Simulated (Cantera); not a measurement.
An isothermal, constant-pressure homogeneous reactor starts with CH4 : H2 : O2 : H2O = 0.046 : 1 : 0.01 : 0.0011 (molar parts), equivalence ratio 59, at 2523 K and 1330 Pa.

Model: GRI-Mech 3.0 (53 species, 325 reactions), integrated in Cantera. GRI-Mech 3.0 stops at C3 and has no aromatics, soot or wall deposition, so with more carbon than oxygen in the feed, carbon stays in small species such as C2H2 where larger ones or solid carbon would form. Radical loss at walls, strong at low pressure, is not modelled.

**Question.** Predict: x(CH4) at 1.00 s; x(H2) at 1.00 s; x(C2H) at 1.00 s; x(H2O) at 1.00 s.

**Answer.** 
| Property | Result |
|---|---|
| x(CH4) at 1.00 s | 1.25e-6 (gas-phase equilibrium 1.16e-6) |
| x(H2) at 1.00 s | 0.768 (gas-phase equilibrium 0.761) |
| x(C2H) at 1.00 s | 0.000197 (gas-phase equilibrium 0.000204) |
| x(H2O) at 1.00 s | 4.05e-9 (gas-phase equilibrium 3.76e-9) |
